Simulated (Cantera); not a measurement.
**Si + O₂ + N₂ (thermal oxidation and active oxidation of silicon)**

Input: 1 mol Si, 0.19 mol O₂, 760 mol N₂, at 41.0 Pa.

Cantera equilibrium calculation (NASA polynomials, part measured and part estimated; ideal gas, pure solids and liquids). Candidate condensed phases: Si, SiO₂, Si₂N₂O, Si₃N₄; 16 gas species. N₂ is the only nitrogen source here; it is nearly inert below about 1500 K, so the nitride shown seldom forms there in practice. Mutual solubility and eutectic melting of coexisting phases are not modelled. The numbers say what is thermodynamically allowed, not how fast it happens.

```json
[
 {"T (°C)": "952", "x N₂": "1.00", "x Si": "2.37e-11", "x SiO": "3.00e-8", "x Si₂N": "<1e-12", "x SiN": "2.59e-12", "x Si₂": "<1e-12", "x Si₃": "<1e-12", "n Si₂N₂O(s)": "0.380", "n Si₃N₄(s)": "0.0800", "n Si(s)": "0"},
 {"T (°C)": "1052", "x N₂": "1.000", "x Si": "4.03e-9", "x SiO": "2.23e-6", "x Si₂N": "5.03e-12", "x SiN": "2.44e-10", "x Si₂": "<1e-12", "x Si₃": "<1e-12", "n Si₂N₂O(s)": "0.378", "n Si₃N₄(s)": "0.0806", "n Si(s)": "0"},
 {"T (°C)": "1152", "x N₂": "1.000", "x Si": "3.30e-7", "x SiO": "8.97e-5", "x Si₂N": "1.38e-9", "x SiN": "1.20e-8", "x Si₂": "2.02e-11", "x Si₃": "<1e-12", "n Si₂N₂O(s)": "0.312", "n Si₃N₄(s)": "0.103", "n Si(s)": "0"},
 {"T (°C)": "1252", "x N₂": "0.999", "x Si": "1.51e-5", "x SiO": "0.000500", "x Si₂N": "1.79e-7", "x SiN": "3.53e-7", "x Si₂": "7.54e-9", "x Si₃": "4.71e-10", "n Si₂N₂O(s)": "0", "n Si₃N₄(s)": "0.203", "n Si(s)": "0"},
 {"T (°C)": "1352", "x N₂": "0.999", "x Si": "0.000397", "x SiO": "0.000500", "x Si₂N": "1.09e-5", "x SiN": "6.32e-6", "x Si₂": "1.15e-6", "x Si₃": "2.64e-7", "n Si₂N₂O(s)": "0", "n Si₃N₄(s)": "0", "n Si(s)": "0.294"},
 {"T (°C)": "1452", "x N₂": "0.999", "x Si": "0.000793", "x SiO": "0.000499", "x Si₂N": "5.03e-6", "x SiN": "8.96e-6", "x Si₂": "1.21e-6", "x Si₃": "9.63e-8", "n Si₂N₂O(s)": "0", "n Si₃N₄(s)": "0", "n Si(s)": "0"},
 {"T (°C)": "1552", "x N₂": "0.999", "x Si": "0.000806", "x SiO": "0.000499", "x Si₂N": "7.63e-7", "x SiN": "6.71e-6", "x Si₂": "3.81e-7", "x Si₃": "6.50e-9", "n Si₂N₂O(s)": "0", "n Si₃N₄(s)": "0", "n Si(s)": "0"},
 {"T (°C)": "1652", "x N₂": "0.999", "x Si": "0.000809", "x SiO": "0.000499", "x Si₂N": "1.38e-7", "x SiN": "5.13e-6", "x Si₂": "1.32e-7", "x Si₃": "5.62e-10", "n Si₂N₂O(s)": "0", "n Si₃N₄(s)": "0", "n Si(s)": "0"},
 {"T (°C)": "1752", "x N₂": "0.999", "x Si": "0.000811", "x SiO": "0.000499", "x Si₂N": "2.95e-8", "x SiN": "4.03e-6", "x Si₂": "5.09e-8", "x Si₃": "6.15e-11", "n Si₂N₂O(s)": "0", "n Si₃N₄(s)": "0", "n Si(s)": "0"},
 {"T (°C)": "1852", "x N₂": "0.999", "x Si": "0.000811", "x SiO": "0.000499", "x Si₂N": "7.27e-9", "x SiN": "3.23e-6", "x Si₂": "2.14e-8", "x Si₃": "8.28e-12", "n Si₂N₂O(s)": "0", "n Si₃N₄(s)": "0", "n Si(s)": "0"}
]
```
x: gas mole fraction; n: condensed amount in mol.

From 952 °C to 1152 °C the condensed part is Si₂N₂O(s) + Si₃N₄(s). At 1252 °C the condensed part is Si₃N₄(s). At 1352 °C the condensed part is Si(s). From 1452 °C to 1852 °C nothing is condensed. The main Si-bearing gas is SiO at 952 °C and Si at 1852 °C.
